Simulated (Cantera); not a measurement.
# Adiabatic ignition

An adiabatic, constant-volume homogeneous reactor starts with 20.0 % H₂, 11.3 % O₂, 68.7 % N₂, equivalence ratio 0.89, at 1498 K and 7.50 bar.

Computed with Cantera and GRI-Mech 3.0 (53 species, 325 reactions). The hydrogen kinetics of GRI-Mech 3.0 are dated; newer H2 mechanisms differ, most at raised pressure.

```csv
t (s),T (K),P (bar),x H₂,x O₂,x OH,x H₂O,x H₂O₂
4.00e-6,2658,12.4,0.0277,0.0212,0.0227,0.168,1.23e-6
8.72e-6,2925,13.4,0.0159,0.0162,0.0180,0.191,1.38e-6
1.90e-5,2936,13.5,0.0152,0.0156,0.0175,0.193,1.39e-6
4.14e-5,2933,13.4,0.0154,0.0150,0.0172,0.193,1.35e-6
9.02e-5,2927,13.4,0.0156,0.0140,0.0167,0.193,1.29e-6
0.000197,2921,13.4,0.0159,0.0129,0.0161,0.193,1.23e-6
0.000428,2918,13.4,0.0161,0.0124,0.0159,0.193,1.20e-6
0.000934,2918,13.4,0.0161,0.0123,0.0158,0.193,1.19e-6
0.00203,2918,13.4,0.0161,0.0123,0.0158,0.193,1.19e-6
0.00443,2918,13.4,0.0161,0.0123,0.0158,0.193,1.19e-6
0.00966,2918,13.4,0.0161,0.0123,0.0158,0.193,1.19e-6
0.0211,2918,13.4,0.0161,0.0123,0.0158,0.193,1.19e-6
0.0459,2918,13.4,0.0161,0.0123,0.0158,0.193,1.19e-6
0.100,2918,13.4,0.0161,0.0123,0.0158,0.193,1.19e-6
```
x: mole fraction; the columns are a selection and need not sum to one.

The time of steepest temperature rise is 2.57 µs and the temperature at 0.100 s comes out as 2918 K. The equilibrium temperature is 2918 K, the x(H₂) at 0.100 s comes out as 0.0161 (gas-phase equilibrium 0.0161) and the x(O₂) at 0.100 s is 0.0123 (gas-phase equilibrium 0.0123). The x(OH) at 0.100 s is 0.0158 (gas-phase equilibrium 0.0158).
